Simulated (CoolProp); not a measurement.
Chlorine along the isotherm -45.75 °C: density (kg/m³) from the reference equation and from simpler models built on Tc = 143.7 °C, pc = 76.42 bar, ω = 0.070; each cubic takes its own stable root.

The numbers come from the reference Helmholtz-energy equation of state, Thol 2021 in CoolProp.

```csv
p (bar),phase,reference,Redlich-Kwong,Soave-Redlich-Kwong,Peng-Robinson
0.604,liquid,1596,1477,1471,2.298
1.38,liquid,1596,1477,1471,1659
3.13,liquid,1596,1478,1472,1659
7.12,liquid,1597,1478,1472,1660
16.2,liquid,1598,1480,1474,1661
36.9,liquid,1601,1483,1477,1664
84,liquid,1608,1491,1485,1672
191,liquid,1623,1506,1501,1687
```

At some of these states Peng-Robinson gives the other phase, because its saturation line lies elsewhere.
